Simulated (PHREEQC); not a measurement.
PHREEQC input (ion-association model, phreeqc.dat):

```
SOLUTION 1
  temp 25
  units mmol/kgw
  pH 7 charge
  P 18
  K 18
  Cl 47
SOLUTION 2
  temp 25
  units mmol/kgw
  pH 7 charge
  K 3.62
  P 0.72
END
SELECTED_OUTPUT 1
  -reset false
  -pH true
  -pe true
  -ionic_strength true
  -water true
  -totals Cl K P
  -molalities H+ K+ Cl- PO4-3 OH- O2 HPO4-2 H2PO4- H3PO4 KHPO4-
  -equilibrium_phases Sylvite
PRINT
  -reset false
MIX 1
  1 1
  2 0
EQUILIBRIUM_PHASES 1
  Sylvite 0 0
  O2(g) -0.68 10
END
# ... the last block is repeated for the other 10 points of share of solution B
```

Selected output (columns that matter, 11 of 11 rows; share of solution B added in front):

```
share of solution B	pH	mu	Cl	K	P	m_H+	m_K+	m_Cl-	m_OH-	m_HPO4-2	m_H2PO4-	m_H3PO4
0	1.5494	0.051093	0.047	0.018	0.018	0.033093	0.018	0.047	4.4184e-13	1.6158e-08	0.0040927	0.013907
0.1	1.5941	0.046279	0.0423	0.016562	0.016272	0.029717	0.016562	0.0423	4.8584e-13	1.7049e-08	0.0039789	0.012293
0.2	1.6444	0.041453	0.0376	0.015124	0.014544	0.026329	0.015124	0.0376	5.4086e-13	1.8122e-08	0.0038532	0.010691
0.3	1.702	0.036612	0.0329	0.013686	0.012816	0.022927	0.013686	0.0329	6.1182e-13	1.9447e-08	0.0037128	0.0091031
0.4	1.7694	0.031753	0.0282	0.012248	0.011088	0.019505	0.012248	0.0282	7.0717e-13	2.1144e-08	0.0035535	0.0075344
0.5	1.8506	0.026869	0.0235	0.01081	0.0093598	0.016059	0.01081	0.0235	8.4284e-13	2.3433e-08	0.0033692	0.0059906
0.6	1.9529	0.02195	0.0188	0.0093718	0.0076318	0.012578	0.0093718	0.0188	1.0529e-12	2.6764e-08	0.0031504	0.0044814
0.7	2.0915	0.016981	0.0141	0.0079338	0.0059038	0.009047	0.0079338	0.0141	1.4264e-12	3.2287e-08	0.0028811	0.0030227
0.8	2.307	0.01193	0.0093997	0.0064958	0.0041759	0.0054342	0.0064958	0.0093997	2.2989e-12	4.4198e-08	0.0025302	0.0016456
0.9	2.8116	0.0067255	0.0046998	0.0050578	0.0024479	0.0016676	0.0050578	0.0046998	7.1604e-12	1.052e-07	0.0020254	0.00042243
1	11.285	0.0044931	0	0.00362	0.00072	5.5365e-12	0.0036166	0	0.0021001	0.00063664	4.295e-08	3.0525e-17
```
